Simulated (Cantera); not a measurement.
Input: 1 mol B2H6, 17 mol H2, 1 mol H2O, equilibrated at 1048.15 K and 5.60 mbar.

Method: chemical equilibrium by Gibbs-energy minimisation in Cantera with the NASA 1993 tables (ideal gas, pure condensed phases). Candidate condensed phases: B, B2O3, B3O3H3, H2O; 23 gas species. The feed counts by its element totals alone. Mutual solubility and eutectic melting of coexisting phases are not modelled. Rates play no part.

Base state: H2 0.999, B3O3H3 0.000475, HBO 3.87e-5 (mole fractions); condensed: B(s) + B2O3(l).

### Question
What changes in the equilibrium state with this change: temperature from 1048.15 K to 1325 K?

### Answer
| species | before | after |
|---|---|---|
| H2 | 0.999 | 0.993 |
| HBO | 3.87e-5 | 0.00551 |
| B3O3H3 | 0.000475 | 0.000517 |
| B2O2 | 6.60e-8 | 0.000390 |
| B2O3 | 5.37e-9 | 6.55e-5 |
| HBO2 | 2.09e-7 | 8.77e-5 |
| H | 1.04e-7 | 2.18e-5 |
| B(s), mol | 1.32 | 1.28 |
| B2O3(l), mol | 0.323 | 0.276 |

### Question
What changes in the equilibrium state with this change: B2H6 replaced by B2O3?

### Answer
```csv
species,before,after
H2,0.999,0.944
H2O,5.21e-8,0.0554
HBO2,2.09e-7,0.000215
B3O3H3,0.000475,<1e-9
(HBO2)3,<1e-9,2.15e-5
HBO,3.87e-5,3.55e-8
"B(s), mol",1.32,0
"B2O3(l), mol",0.323,0.997
```
Gases not in the tables: H3BO3.
